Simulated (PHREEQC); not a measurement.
Solution (25 °C): 0.17 mol/kgw KHCO3, 0.017 mol/kgw NaCl and 0.0047 mol/kgw AlCl3. Closed to the air; pH follows from the charge balance.

Model: ion-association model, phreeqc.dat, run in PHREEQC.

| Property | Value |
|---|---|
| pH | 7.12 |
| ionic strength | 0.187 mol/kgw |
| activity of water | 0.993 |
| specific conductance | 17800 µS/cm |
| density | 1.009 g/cm³ |
| total alkalinity | 170 meq/kg |

| species | molality | activity | log γ |
|---|---|---|---|
| K+ | 0.170 | 0.122 | -0.144 |
| HCO3- | 0.150 | 0.113 | -0.125 |
| Cl- | 0.0311 | 0.0224 | -0.142 |
| CO2 | 0.0187 | 0.0195 | 0.019 |
| Na+ | 0.0162 | 0.0122 | -0.124 |
| Al(OH)4- | 0.00448 | 0.00328 | -0.134 |
| NaHCO3 | 0.000741 | 0.000774 | 0.019 |
| CO3-2 | 0.000218 | 6.92e-5 | -0.499 |
| Al(OH)3 | 0.000129 | 0.000134 | 0.019 |

No solid was allowed to form. Examples of supersaturated solids here: Al(OH)3(a), Gibbsite (slow to form). Others may be too.
